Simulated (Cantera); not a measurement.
Charge: 1 mol Si(CH3)4, 0.14 mol C3H8, 41 mol H2, 0.053 mol C2H2, held at 1250 K and 10.0 mbar.

These are equilibrium values from Cantera (NASA tables, ideal gas, pure condensed phases), not measurements of a reactor. Candidate condensed phases: C, C6H6, C7H8, C8H18, Si, SiC; 87 gas species. Rates play no part.

Base state: H2 1.000, CH4 0.000110 (mole fractions); condensed: C(graphite) + SiC(s).

Question: What changes in the equilibrium state with this change: 0.055 mol O2 added?

Answer: 
```
species             before     after
----------------  --------  --------
H2                   1.000     0.998
CO                       0   0.00230
CH4               0.000110  0.000109
C(graphite), mol      3.52      3.41
SiC(s), mol           1.00     1.000
```
Further candidate phases: H2O, SiO2.
